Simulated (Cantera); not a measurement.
Input: 1 mol Al, 0.68 mol N₂, held at 0.000480 bar.

Method: chemical equilibrium by Gibbs-energy minimisation in Cantera with the NASA 1993 tables (ideal gas, pure condensed phases). Candidate condensed phases: Al, AlN; 5 gas species. The numbers say what is thermodynamically allowed, not how fast it happens. All values below are at 1052 °C.

Base state: N₂ 1.00 (mole fractions); condensed: AlN(s).

Q: What changes in the equilibrium state with this change: Al replaced by AlCl₃?

A: 
```tsv
species	before	after
AlCl₃	0	0.594
N₂	1.00	0.404
Cl	0	0.000662
AlCl₂	0	0.000641
AlCl	0	1.14e-5
AlN(s), mol	1.00	0
```
The tables' values for AlCl₂ are old estimates; treat these amounts as uncertain. Further candidate phases: AlCl₃.
